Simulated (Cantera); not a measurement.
A closed system holds: 1 mol Al(CH3)3, 0.38 mol H2O, 6.7 mol N2, at 1650 °C and 13.3 mbar.

Method: chemical equilibrium by Gibbs-energy minimisation in Cantera with the NASA 1993 tables (ideal gas, pure condensed phases). Candidate condensed phases: Al, AlN, Al2O3, C, C6H6, C7H8, C8H18, H2O; 148 gas species. The feed counts by its element totals alone. Kinetics and transport are ignored.

Base state: N2 0.536, H2 0.417, CO 0.0329, H 0.00527, HCN 0.00508, Al 0.00400, HNC 0.000250, C2H2 (acetylene) 0.000188 (mole fractions); condensed: AlN(s) + C(graphite).

Problem. What changes in the equilibrium state with this change: pressure from 13.3 mbar to 4.40 mbar?

Solution. 
```json
[
 {"species": "N2", "before": "0.536", "after": "0.529"},
 {"species": "H2", "before": "0.417", "after": "0.403"},
 {"species": "CO", "before": "0.0329", "after": "0.0319"},
 {"species": "Al", "before": "0.00400", "after": "0.0212"},
 {"species": "AlH", "before": "9.92e-5", "after": "0.000297"},
 {"species": "Al2O", "before": "6.79e-6", "after": "2.02e-5"},
 {"species": "H", "before": "0.00527", "after": "0.00902"},
 {"species": "AlN(s), mol", "before": "0.953", "after": "0.744"},
 {"species": "C(graphite), mol", "before": "2.55", "after": "2.55"}
]
```
